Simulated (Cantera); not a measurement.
Charge: 1 mol SiHCl₃, 0.11 mol C₂H₄, 12 mol H₂, at 9.30 mbar.

Equilibrium computed with Cantera from the NASA thermochemical tables; the gas is ideal and each condensed phase is pure. Candidate condensed phases: C, C₆H₆, C₇H₈, C₈H₁₈, Si, SiC; 109 gas species. Mutual solubility and eutectic melting of coexisting phases are not modelled. The tables' values for SiCl₃, SiCl are old estimates; treat these amounts as uncertain. Gases not in the tables: Si₂H₆ and higher silanes. Rates play no part.

x: gas mole fraction; n: condensed amount in mol.

| T (K) | x H₂ | x HCl | x SiCl₂ | x H | x SiCl₄ | x Si | n Si(s) | n SiC(s) | n Si(l) |
|---|---|---|---|---|---|---|---|---|---|
| 1200 | 0.866 | 0.0896 | 0.0219 | 1.90e-6 | 0.0134 | 1.49e-10 | 0.156 | 0.220 | 0 |
| 1300 | 0.846 | 0.108 | … | … | … | … | … | 0.220 | 0 |
| 1400 | 0.840 | 0.112 | 0.0440 | 4.62e-5 | 0.000642 | 8.85e-8 | 0.104 | 0.220 | 0 |
| 1500 | 0.839 | 0.111 | 0.0474 | 0.000167 | 0.000128 | 1.13e-6 | 0.0832 | 0.220 | 0 |
| 1600 | 0.840 | 0.110 | 0.0494 | 0.000517 | 3.02e-5 | 1.05e-5 | 0.0654 | 0.220 | 0 |
| 1700 | 0.839 | 0.109 | 0.0503 | 0.00140 | 8.37e-6 | 7.30e-5 | 0 | 0.220 | 0.0543 |
| 1800 | 0.834 | 0.113 | 0.0477 | 0.00339 | 2.81e-6 | 0.000341 | 0 | 0.220 | 0.0847 |
| 1900 | 0.827 | 0.117 | 0.0451 | … | … | … | 0 | 0.220 | … |
| 2000 | 0.814 | 0.120 | 0.0422 | 0.0152 | 4.20e-7 | 0.00468 | 0 | 0.218 | 0.0675 |
| 2100 | 0.790 | 0.125 | 0.0362 | 0.0287 | 1.80e-7 | 0.0122 | 0 | 0.212 | 0 |

Fill in the missing entries.


- 1300, x SiCl₂: 0.0367
- 1300, x H: 1.06e-5
- 1300, x SiCl₄: 0.00342
- 1300, x Si: 4.66e-9
- 1300, n Si(s): 0.131
- 1900, x H: 0.00748
- 1900, x SiCl₄: 1.05e-6
- 1900, x Si: 0.00136
- 1900, n Si(l): 0.0982
